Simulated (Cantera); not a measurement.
What does this Cantera script print?

```python
import numpy as np
import cantera as ct

gas_names = """
    H H2 Si SiH SiH2 SiH3 SiH4 Si2 Si3
""".split()
cond_names = """
    Si(cr) Si(L)
""".split()


# ... load() reads the species with a 1 bar reference pressure and builds the phases ...
atoms = {
    'Si': {'Si': 1},
    'H2': {'H': 2},
}
top_T = {}  # K; cautious upper limits of use, not melting points


# ... equilibrate(T, P, feed) seeds the gas with the atoms and calls Mixture.equilibrate('TP', solver="vcs", rtol=1e-11, max_steps=5000) ...
results = []
feed = {'Si': 1, 'H2': 6.7}  # mol
T = 750  # K
P = 1500000  # Pa
mix = equilibrate(T, P, feed)
results.append((T, P, feed, dict(zip(mix.species_names, mix.species_moles))))
print(gas.report(threshold=1e-05))
for i in range(1, mix.n_phases):
    print(f"{mix.phase(i).name:16s} {mix.phase_moles(i):12.5e} mol")
```

Result:

```
       temperature   750 K
          pressure   1.5e+06 Pa
           density   0.48496 kg/m^3
  mean mol. weight   2.0161 kg/kmol
   phase of matter   gas

                          1 kg             1 kmol
                     ---------------   ---------------
          enthalpy        6.5578e+06        1.3221e+07  J
   internal energy        3.4647e+06        6.9852e+06  J
           entropy             67029        1.3513e+05  J/K
    Gibbs function       -4.3714e+07        -8.813e+07  J
 heat capacity c_p             14613             29460  J/K
 heat capacity c_v             10489             21146  J/K

                      mass frac. Y      mole frac. X     chem. pot. / RT
                     ---------------   ---------------   ---------------
                H2           0.99996                 1           -14.133
     [   +8 minor]        3.8221e-05        2.3992e-06

Si(cr)            9.99984e-01 mol
```

These are equilibrium values from Cantera (NASA tables, ideal gas, pure condensed phases), not measurements of a reactor.
